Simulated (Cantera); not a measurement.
**Silicon nitride deposition: SiHCl3 + NH3 + H2**

Feed: 1 mol SiHCl3, 2.5 mol NH3, 59 mol H2, at 1150 K and 1.80 mbar.

These are equilibrium values from Cantera (NASA tables, ideal gas, pure condensed phases), not measurements of a reactor. Candidate condensed phases: NH4Cl, Si, Si3N4; 28 gas species. Equilibrium is a limit: real reactors are often held back by kinetics, nucleation or transport.

- x(H2): 0.945
- x(HCl): 0.0458
- x(N2): 0.00895
- x(SiCl2): 2.43e-5
- x(SiCl4): 2.51e-6
- x(SiCl3): 2.36e-6
- x(H): 1.71e-6
- x(SiHCl3): 1.05e-6
- n(Si3N4(s)): 0.333 mol
- gas amount: 65.33 mol
- log10 activity of Si(s) (absent): -2.30
